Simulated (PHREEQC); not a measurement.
## Silver or lead bath: an equilibrium model

Dissolve 0.045 mol Pb(NO3)2 and 0.085 mol NaNO3 per kg of water at 25 °C. Closed to the air; pH follows from the charge balance.

Equilibrium calculation in PHREEQC: ion-association model, phreeqc.dat.

Each row changes one thing in this solution. This is a speciation only: nothing precipitates in the calculation.

```csv
case,pH,ionic strength (mol/kgw),NO3- (mol/kgw)
as made,4.65,0.183,0.157
NaNO3 from 0.085 to 0.017 mol/kgw,4.59,0.124,0.0928
Pb(NO3)2 left out,6.98,0.0850,0.0850
NaNO3 from 0.085 to 0.85 mol/kgw,4.99,0.915,0.905
diluted 100-fold with water,5.58,0.00218,0.00174
Pb(NO3)2 from 0.045 to 0.009 mol/kgw,5.11,0.106,[?]
0.11 mol/kgw H2SO4 added,0.94,0.319,[?]
NaNO3 from 0.085 to 0.128 mol/kgw,4.68,0.223,0.198
NaNO3 from 0.085 to 0.0765 mol/kgw,4.64,0.176,0.149
```

Problem. Some entries are withheld; supply them.

Solution. 
- Pb(NO3)2 from 0.045 to 0.009 mol/kgw, NO3- (mol/kgw): 0.0999
- 0.11 mol/kgw H2SO4 added, NO3- (mol/kgw): 0.163

The ionic strength passes 0.7 mol/kgw, the rough limit of the ion-association models, in NaNO3 from 0.085 to 0.85 mol/kgw. Species that the database lacks are ignored. Some of these states are supersaturated (in Anglesite, for instance).
